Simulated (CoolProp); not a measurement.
Saturated liquid density (kg/m³) of n-nonane: the reference equation beside estimates from Tc = 321.4 °C, pc = 2282 kPa, ω = 0.443.

The numbers come from the reference Helmholtz-energy equation of state, Lemmon 2006 in CoolProp. It is a short technical equation, of lower accuracy than the large ones.

```json
[
 {"T (°C)": "171.15", "reference": "589.7", "van der Waals": "323.3", "Redlich-Kwong": "463.9", "Soave-Redlich-Kwong": "500.4", "Peng-Robinson": "566.8"},
 {"T (°C)": "175.45", "reference": "585.4", "van der Waals": "321.0", "Redlich-Kwong": "459.6", "Soave-Redlich-Kwong": "496.2", "Peng-Robinson": "562.3"},
 {"T (°C)": "179.75", "reference": "581.2", "van der Waals": "318.6", "Redlich-Kwong": "455.3", "Soave-Redlich-Kwong": "492.0", "Peng-Robinson": "557.6"},
 {"T (°C)": "184.05", "reference": "576.8", "van der Waals": "316.1", "Redlich-Kwong": "450.9", "Soave-Redlich-Kwong": "487.7", "Peng-Robinson": "[?]"},
 {"T (°C)": "188.35", "reference": "572.4", "van der Waals": "313.6", "Redlich-Kwong": "446.5", "Soave-Redlich-Kwong": "483.3", "Peng-Robinson": "547.9"},
 {"T (°C)": "192.65", "reference": "568.0", "van der Waals": "311.1", "Redlich-Kwong": "441.9", "Soave-Redlich-Kwong": "478.7", "Peng-Robinson": "542.8"},
 {"T (°C)": "196.85", "reference": "563.6", "van der Waals": "308.6", "Redlich-Kwong": "437.4", "Soave-Redlich-Kwong": "474.2", "Peng-Robinson": "537.8"},
 {"T (°C)": "201.15", "reference": "559.0", "van der Waals": "306.0", "Redlich-Kwong": "432.7", "Soave-Redlich-Kwong": "469.4", "Peng-Robinson": "532.5"},
 {"T (°C)": "205.45", "reference": "554.3", "van der Waals": "[?]", "Redlich-Kwong": "427.8", "Soave-Redlich-Kwong": "464.5", "Peng-Robinson": "[?]"},
 {"T (°C)": "209.75", "reference": "549.5", "van der Waals": "300.6", "Redlich-Kwong": "422.9", "Soave-Redlich-Kwong": "459.5", "Peng-Robinson": "521.3"},
 {"T (°C)": "214.05", "reference": "544.6", "van der Waals": "297.8", "Redlich-Kwong": "417.9", "Soave-Redlich-Kwong": "454.3", "Peng-Robinson": "515.5"}
]
```

Q: Fill in the missing entries.

A: 
- 184.05, Peng-Robinson: 552.8
- 205.45, van der Waals: 303.3
- 205.45, Peng-Robinson: 527.0

Absolute difference from the reference over all 11 rows, mean and median: van der Waals 45.2 and 45.2 %, Redlich-Kwong 22.2 and 22.2 %, Soave-Redlich-Kwong 15.8 and 15.7 %, Peng-Robinson 4.5 and 4.4 %.
